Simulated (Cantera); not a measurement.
Charge: 1 mol Cu2O, 5.6 mol CO, 12 mol N2, held at 0.0500 bar.

Cantera equilibrium calculation (NASA polynomials, part measured and part estimated; ideal gas, pure solids and liquids). Candidate condensed phases: C, Cu, CuO, Cu2O; 27 gas species. Equilibrium is a limit: real reactors are often held back by kinetics, nucleation or transport. All values below are at 2598 K.

Base state: N2 0.606, CO 0.244, Cu 0.101, CO2 0.0398, O 0.00457, NO 0.00230, O2 0.00196, CuO 6.79e-5 (mole fractions); condensed: gas only.

Problem. What changes in the equilibrium state with this change: CO from 5.6 to 4.2 mol?

Solution. 
```csv
species,before,after
N2,0.606,0.651
CO,0.244,0.189
Cu,0.101,0.109
CO2,0.0398,0.0391
O2,0.00196,0.00316
CuO,6.79e-5,9.25e-5
```
